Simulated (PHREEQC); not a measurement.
Make-up at 20 °C: 0.042 mol FeCl3, 0.0011 mol MgSO4, 0.00032 mol NaHCO3 and 4e-05 mol NaCl per kg of water. Closed to the air; pH follows from the charge balance.

Computed with PHREEQC (ion-association model, wateq4f.dat).

This is a speciation only: nothing precipitates in the calculation.

### Question
Order these S species by the share of S that they hold, largest first: SO4-2, HSO4-, MgSO4, FeSO4+, FeHSO4+2.

### Answer
FeSO4+ (81 %), SO4-2 (11 %), FeHSO4+2 (4.7 %), HSO4- (3.5 %), MgSO4 (0.24 %)

### Question
Order these Cl species by the share of Cl that they hold, largest first: Cl-, FeCl2+, FeCl+2.

### Answer
Cl- (86 %), FeCl+2 (10 %), FeCl2+ (3.4 %)

The pH is 2.03 and the ionic strength 0.195 mol/kgw. Examples of supersaturated solids here: Hematite (slow to form), Goethite (slow to form). Others may be too. Species that the database lacks are ignored.
